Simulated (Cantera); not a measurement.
Charge: 1 mol CH4, 0.046 mol NH3, 0.27 mol N2, at 750 K and 0.170 bar.

Method: chemical equilibrium by Gibbs-energy minimisation in Cantera with the NASA 1993 tables (ideal gas, pure condensed phases). Candidate condensed phases: C, C6H6, C7H8, C8H18; 92 gas species. Kinetics and transport are ignored.

Base state: H2 0.632, CH4 0.217, N2 0.151, NH3 0.000170 (mole fractions); condensed: C(graphite).

Question: What changes in the equilibrium state with this change: temperature from 750 K to 1523.15 K?

Answer: 
```csv
species,before,after
H2,0.632,0.875
N2,0.151,0.124
HCN,7.57e-9,0.000409
CH4,0.217,0.000300
H,<1e-9,5.25e-5
C2H2 (acetylene),<1e-9,1.04e-5
NH3,0.000170,2.83e-6
"C(graphite), mol",0.579,0.998
```

Question: What changes in the equilibrium state with this change: temperature from 750 K to 1023 K?

Answer: 
```json
[
 {"species": "H2", "before": "0.632", "after": "0.865"},
 {"species": "N2", "before": "0.151", "after": "0.125"},
 {"species": "CH4", "before": "0.217", "after": "0.00955"},
 {"species": "NH3", "before": "0.000170", "after": "2.43e-5"},
 {"species": "C(graphite), mol", "before": "0.579", "after": "0.978"}
]
```
